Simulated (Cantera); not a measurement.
Cantera run, input and output.

```python
import numpy as np
import cantera as ct

gas = ct.Solution("gri30.yaml")
gas.TPX = 1850, 13332, {'CH4': 0.029, 'H2': 1, 'N2': 0.00063}
inlet = ct.Reservoir(gas, clone=True)

reactor = ct.IdealGasConstPressureReactor(gas, energy="off", clone=False)
exhaust = ct.Reservoir(gas, clone=True)
tau = [23, 5.3, 1.2, 0.28, 0.065, 0.015, 0.0035, 0.0008, 0.00018][0]
for a, b in ((inlet, reactor), (reactor, exhaust)):
    ct.MassFlowController(a, b, mdot=lambda t: reactor.mass / tau)
net = ct.ReactorNet([reactor])
show = ['CH4', 'H2', 'H', 'CH2', 'C2H6']

rows = []
print(f"{'tau/s':>10s}{'T/K':>9s}" + "".join(f"{s:>11s}" for s in show))
for tau in [23, 5.3, 1.2, 0.28, 0.065, 0.015, 0.0035, 0.0008, 0.00018]:
    net.initial_time = 0.0
    net.advance(30 * tau)
    before = gas.X
    net.advance(40 * tau)
    drift = np.max(np.abs(gas.X - before) / (gas.X + 1e-9))
    rows.append([gas.T, *gas[show].X, drift])
    print(f"{tau:10.3e}{gas.T:9.1f}" + "".join(f"{x:11.3e}" for x in gas[show].X))
```

It prints:

```
     tau/s      T/K        CH4         H2          H        CH2       C2H6
 2.300e+01   1850.0  1.185e-03  9.836e-01  1.469e-03  6.171e-08  1.073e-08
 5.300e+00   1850.0  2.182e-03  9.831e-01  1.461e-03  1.116e-07  3.290e-08
 1.200e+00   1850.0  4.311e-03  9.820e-01  1.444e-03  2.129e-07  1.228e-07
 2.800e-01   1850.0  8.244e-03  9.799e-01  1.412e-03  3.825e-07  4.335e-07
 6.500e-02   1850.0  1.452e-02  9.767e-01  1.359e-03  6.084e-07  1.278e-06
 1.500e-02   1850.0  2.164e-02  9.730e-01  1.266e-03  7.706e-07  2.582e-06
 3.500e-03   1850.0  2.620e-02  9.709e-01  1.038e-03  6.314e-07  2.840e-06
 8.000e-04   1850.0  2.777e-02  9.708e-01  5.101e-04  1.699e-07  1.013e-06
 1.800e-04   1850.0  2.808e-02  9.711e-01  1.309e-04  1.177e-08  7.639e-08
```

Detailed kinetics in Cantera: GRI-Mech 3.0 (53 species, 325 reactions). GRI-Mech 3.0 stops at C3 and has no aromatics, soot or wall deposition, so with more carbon than oxygen in the feed, carbon stays in small species such as C2H2 where larger ones or solid carbon would form.
